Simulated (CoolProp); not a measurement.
Saturated liquid density (kg/m³) of n-decane: the reference equation beside estimates from Tc = 344.5 °C, pc = 21.01 bar, ω = 0.488. Rackett uses Z = 0.29056 − 0.08775 ω.

Computed with CoolProp (reference Helmholtz-energy equation of state, Lemmon 2006). It is a short technical equation, of lower accuracy than the large ones.

```json
[
 {"T (°C)": "106.95", "reference": "661.7", "Rackett": "679.8", "Redlich-Kwong": "521.7"},
 {"T (°C)": "121.05", "reference": "650.1", "Rackett": "667.4", "Redlich-Kwong": "511.6"},
 {"T (°C)": "135.25", "reference": "638.2", "Rackett": "654.6", "Redlich-Kwong": "500.9"},
 {"T (°C)": "149.45", "reference": "626.0", "Rackett": "641.4", "Redlich-Kwong": "489.7"},
 {"T (°C)": "163.55", "reference": "613.5", "Rackett": "627.9", "Redlich-Kwong": "478.1"},
 {"T (°C)": "177.75", "reference": "600.5", "Rackett": "613.8", "Redlich-Kwong": "465.8"},
 {"T (°C)": "191.85", "reference": "587.2", "Rackett": "599.3", "Redlich-Kwong": "453.0"},
 {"T (°C)": "206.05", "reference": "573.1", "Rackett": "584.1", "Redlich-Kwong": "439.3"},
 {"T (°C)": "220.15", "reference": "558.5", "Rackett": "568.2", "Redlich-Kwong": "424.9"},
 {"T (°C)": "234.35", "reference": "542.8", "Rackett": "551.4", "Redlich-Kwong": "409.4"}
]
```

Absolute difference from the reference over all 10 rows, mean and median: Rackett 2.2 and 2.3 %, Redlich-Kwong 22.5 and 22.3 %.
